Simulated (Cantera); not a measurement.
A closed system holds: 1 mol CH₃Cl, 0.83 mol H₂, held at 2277 °C and 0.00220 bar.

Cantera equilibrium calculation (NASA polynomials, part measured and part estimated; ideal gas, pure solids and liquids). Candidate condensed phases: C, C₆H₆, C₇H₈, C₈H₁₈; 91 gas species. The numbers say what is thermodynamically allowed, not how fast it happens.

Question: What is the equilibrium state?

Answer: 
- x(H): 0.389
- x(H₂): 0.342
- x(HCl): 0.146
- x(Cl): 0.117
- x(C₂H₂ (acetylene)): 0.00455
- x(C₃): 0.000484
- x(C₂H): 0.000412
- x(C): 0.000148
- x(C₂): 4.50e-5
- n(C(graphite)): 0.955 mol
- gas amount: 3.793 mol
